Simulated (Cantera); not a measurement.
Input (Python, Cantera) and output of one run.

```python
import numpy as np
import cantera as ct

gas_names = """
    TiCL4
""".split()
cond_names = """
    Ti(a) Ti(b) Ti(L) TiCL3(s)
""".split()


# ... load() reads the species with a 1 bar reference pressure and builds the phases ...
species = {s.name: s for s in load("nasa_gas.yaml", gas_names) + load("nasa_condensed.yaml", cond_names)}
# Each term lists the table entries of one substance; the one whose range holds T is used.
reactions = {
    '3 TiCl4(g) + Ti = 4 TiCl3':
        [(-3, ['TiCL4']), (-1, ['Ti(a)', 'Ti(b)', 'Ti(L)']), (4, ['TiCL3(s)'])],
}


def pick(names, T):
    return next(species[n] for n in names if species[n].thermo.min_temp <= T <= species[n].thermo.max_temp)


results = []
for label, terms in reactions.items():
    print(label)
    print("     T/K   dH/kJ  dS/(J/K)   dG/kJ   log10 K")
    for T in [300, 473, 498, 523, 548, 573, 598, 623, 648]:
        used = [(nu, pick(names, T)) for nu, names in terms]
        dH = sum(nu * s.thermo.h(T) for nu, s in used) / 1e6
        dS = sum(nu * s.thermo.s(T) for nu, s in used) / 1e3
        dG = dH - T * dS / 1e3
        logK = -dG * 1e6 / (ct.gas_constant * T * np.log(10))
        results.append((label, T, dH, dS, dG, logK, [s.name for _, s in used]))
        print(f"{T:8g} {dH:8.1f} {dS:8.1f} {dG:8.1f} {logK:8.2f}")
```

Output:

```
3 TiCl4(g) + Ti = 4 TiCl3
     T/K   dH/kJ  dS/(J/K)   dG/kJ   log10 K
     300   -597.4   -536.0   -436.6    76.01
     473   -585.3   -504.1   -346.9    38.31
     498   -583.7   -500.7   -334.3    35.07
     523   -582.0   -497.5   -321.8    32.14
     548   -580.4   -494.4   -309.4    29.50
     573   -578.7   -491.5   -297.1    27.09
     598   -577.1   -488.6   -284.9    24.88
     623   -575.4   -485.9   -272.7    22.86
     648   -573.7   -483.3   -260.6    21.00
```

Cantera with NASA thermochemical tables; ideal gases at 1 bar, condensed phases pure. Condensed species are held in their standard states even where they would react or evaporate.
